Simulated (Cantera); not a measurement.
# Thermodynamics of chemical vapour transport, feed PbO + H₂O + N₂

Feed: 1 mol PbO, 0.25 mol H₂O, 0.099 mol N₂, at 3600 Pa.

Equilibrium computed with Cantera from the NASA thermochemical tables; the gas is ideal and each condensed phase is pure. Candidate condensed phases: H₂O, Pb, PbO, PbO₂, Pb₃O₄; 27 gas species. Gases not in the tables: (PbO)n polymers. Rates play no part.

| T (°C) | x H₂O | x N₂ | x PbO | x Pb | x O₂ | n PbO(l) |
|---|---|---|---|---|---|---|
| 900 | 0.715 | 0.283 | 0.00107 | 0.000177 | 8.85e-5 | 1.000 |
| 925 | 0.715 | 0.283 | 0.00182 | 0.000301 | 0.000150 | 0.999 |
| 950 | 0.714 | 0.283 | 0.00301 | 0.000502 | 0.000250 | 0.999 |
| 975 | 0.712 | 0.282 | 0.00489 | 0.000818 | 0.000407 | 0.998 |
| 1000 | 0.709 | 0.281 | 0.00777 | 0.00131 | 0.000649 | 0.997 |
| 1025 | 0.705 | 0.279 | 0.0121 | 0.00205 | 0.00102 | 0.995 |
| 1050 | 0.700 | 0.277 | 0.0185 | 0.00315 | 0.00156 | 0.992 |
| 1075 | 0.691 | 0.274 | 0.0279 | 0.00477 | 0.00237 | 0.988 |
| 1100 | 0.679 | 0.269 | 0.0414 | 0.00711 | 0.00353 | 0.982 |
| 1125 | 0.662 | 0.262 | 0.0604 | 0.0104 | 0.00518 | 0.973 |
| 1150 | 0.638 | 0.253 | 0.0868 | 0.0151 | 0.00750 | 0.960 |
x: gas mole fraction; n: condensed amount in mol.

From 900 °C to 1150 °C the condensed part is PbO(l). The share of Pb in condensed phases is highest at 900 °C (100.0 %) and lowest at 1150 °C (96.0 %).
